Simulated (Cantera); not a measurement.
Cantera run, input and output.

```python
import numpy as np
import cantera as ct

gas = ct.Solution("gri30.yaml")
gas.TPX = 2200, 39000, {'NO': 0.23, 'N2': 0.36}
reactor = ct.IdealGasConstPressureReactor(gas, energy="off", clone=False)
net = ct.ReactorNet([reactor])
net.rtol, net.atol = 1e-08, 1e-18
show = ['NO', 'NO2', 'N2', 'N2O', 'O', 'O2']
times = np.geomspace(3e-06, 2, 14)

steps = ct.SolutionArray(gas, extra=["t"])
rows = []
print(f"{'t/s':>10s}{'T/K':>9s}{'P/Pa':>11s}" + "".join(f"{s:>11s}" for s in show))
for t in times:
    while net.time < t:
        t_next = net.step()
        steps.append(gas.state, t=t_next)
    rows.append([np.interp(t, steps.t, y) for y in (steps.T, steps.P, *steps(*show).X.T)])
    print(f"{t:10.3e}{rows[-1][0]:9.1f}{rows[-1][1]:11.4g}" + "".join(f"{x:11.3e}" for x in rows[-1][2:]))
rate = np.gradient(steps.T, steps.t)
print("integrator steps:", len(steps.t))
if steps.T.max() > steps.T[0] + 200:
    print(f"time of steepest temperature rise: {steps.t[rate.argmax()]:.4e} s")
gas.TPX = 2200, 39000, {'NO': 0.23, 'N2': 0.36}
gas.equilibrate("TP")
print(f"equilibrium (TP): T = {gas.T:.1f} K  " + "  ".join(f"{s} {gas[s].X[0]:.3e}" for s in show))
```

Output:

```
       t/s      T/K       P/Pa         NO        NO2         N2        N2O          O         O2
 3.000e-06   2200.0    3.9e+04  3.898e-01  4.139e-09  6.102e-01  7.698e-07  7.730e-07  6.445e-10
 8.416e-06   2200.0    3.9e+04  3.898e-01  3.115e-08  6.102e-01  2.141e-06  2.167e-06  5.060e-09
 2.361e-05   2200.0    3.9e+04  3.898e-01  2.191e-07  6.102e-01  5.865e-06  6.089e-06  3.989e-08
 6.624e-05   2200.0    3.9e+04  3.898e-01  1.316e-06  6.102e-01  1.540e-05  1.742e-05  3.207e-07
 1.858e-04   2200.0    3.9e+04  3.897e-01  6.160e-06  6.102e-01  3.616e-05  5.304e-05  2.794e-06
 5.213e-04   2200.0    3.9e+04  3.895e-01  2.261e-05  6.102e-01  6.496e-05  1.682e-04  2.875e-05
 1.462e-03   2200.0    3.9e+04  3.886e-01  5.213e-05  6.106e-01  7.601e-05  3.885e-04  2.878e-04
 4.103e-03   2200.0    3.9e+04  3.860e-01  6.356e-05  6.118e-01  7.392e-05  4.775e-04  1.539e-03
 1.151e-02   2200.0    3.9e+04  3.784e-01  7.290e-05  6.156e-01  7.025e-05  5.461e-04  5.309e-03
 3.229e-02   2200.0    3.9e+04  3.558e-01  9.240e-05  6.269e-01  6.055e-05  7.095e-04  1.649e-02
 9.058e-02   2200.0    3.9e+04  2.902e-01  1.156e-04  6.595e-01  3.838e-05  1.045e-03  4.905e-02
 2.541e-01   2200.0    3.9e+04  1.479e-01  8.919e-05  7.305e-01  9.509e-06  1.537e-03  1.200e-01
 7.129e-01   2200.0    3.9e+04  3.129e-02  2.289e-05  7.887e-01  7.474e-07  1.843e-03  1.781e-01
 2.000e+00   2200.0    3.9e+04  1.239e-02  9.297e-06  7.981e-01  4.248e-07  1.887e-03  1.876e-01
integrator steps: 845
equilibrium (TP): T = 2200.0 K  NO 1.206e-02  NO2 9.054e-06  N2 7.983e-01  N2O 4.218e-07  O 1.887e-03  O2 1.877e-01
```

Computed with Cantera and GRI-Mech 3.0 (53 species, 325 reactions).
